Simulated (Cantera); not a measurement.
Input: 1 mol BCl3, a varied amount of H2, 4 mol N2, equilibrated at 800 °C and 0.160 bar.

Equilibrium computed with Cantera from the NASA thermochemical tables; the gas is ideal and each condensed phase is pure. Candidate condensed phases: B, BN, NH4Cl; 21 gas species. N2 is the only nitrogen source here; it is nearly inert below about 1500 K, so the nitride shown seldom forms there in practice. Equilibrium is a limit: real reactors are often held back by kinetics, nucleation or transport.

### Question
At 66 mol H2, list the 4 most abundant gas species with their mole fractions, and the condensed phases.

### Answer
H2 0.908, N2 0.0493, HCl 0.0423, NH3 1.14e-5. Condensed: BN(s).
